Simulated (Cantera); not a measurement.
**Equilibrium for nitride etching: BN + Cl₂ + N₂**

Input: 1 mol BN, 0.85 mol Cl₂, 1.9 mol N₂, equilibrated at 0.0130 bar.

These are equilibrium values from Cantera (NASA tables, ideal gas, pure condensed phases), not measurements of a reactor. Candidate condensed phases: B, BN; 10 gas species. The tables' values for BCl₂, BCl are old estimates; treat these amounts as uncertain. Kinetics and transport are ignored.

```json
[
 {"T (°C)": "1300", "x N₂": "0.792", "x BCl₃": "0.204", "x Cl": "0.00215", "x BCl₂": "0.000862", "x BCl": "6.71e-5", "x Cl₂": "6.91e-6", "n BN(s)": "0.434"},
 {"T (°C)": "1325", "x N₂": "0.792", "x BCl₃": "0.204", "x Cl": "0.00266", "x BCl₂": "0.00118", "x BCl": "0.000113", "x Cl₂": "7.80e-6", "n BN(s)": "0.434"},
 {"T (°C)": "1350", "x N₂": "0.792", "x BCl₃": "0.203", "x Cl": "0.00327", "x BCl₂": "0.00161", "x BCl": "0.000187", "x Cl₂": "8.78e-6", "n BN(s)": "0.435"},
 {"T (°C)": "1375", "x N₂": "0.791", "x BCl₃": "0.202", "x Cl": "0.00399", "x BCl₂": "0.00217", "x BCl": "0.000304", "x Cl₂": "9.84e-6", "n BN(s)": "0.434"},
 {"T (°C)": "1400", "x N₂": "0.790", "x BCl₃": "0.201", "x Cl": "0.00483", "x BCl₂": "0.00289", "x BCl": "0.000488", "x Cl₂": "1.10e-5", "n BN(s)": "0.434"},
 {"T (°C)": "1425", "x N₂": "0.789", "x BCl₃": "0.200", "x Cl": "0.00582", "x BCl₂": "0.00382", "x BCl": "0.000771", "x Cl₂": "1.22e-5", "n BN(s)": "0.434"},
 {"T (°C)": "1450", "x N₂": "0.788", "x BCl₃": "0.199", "x Cl": "0.00697", "x BCl₂": "0.00500", "x BCl": "0.00120", "x Cl₂": "1.35e-5", "n BN(s)": "0.433"}
]
```
x: gas mole fraction; n: condensed amount in mol.

From 1300 °C to 1450 °C the condensed part is BN(s). The main B-bearing gas is BCl₃ throughout.
